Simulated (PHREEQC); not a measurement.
Consider water at 25 °C with 0.0031 mol/kgw HCl and 0.00072 mol/kgw NaCl. Closed to the air; pH follows from the charge balance.

The numbers come from PHREEQC with the ion-association model, wateq4f.dat.

Precipitation was switched off in this run.

What pH does the model give?

pH 2.54.
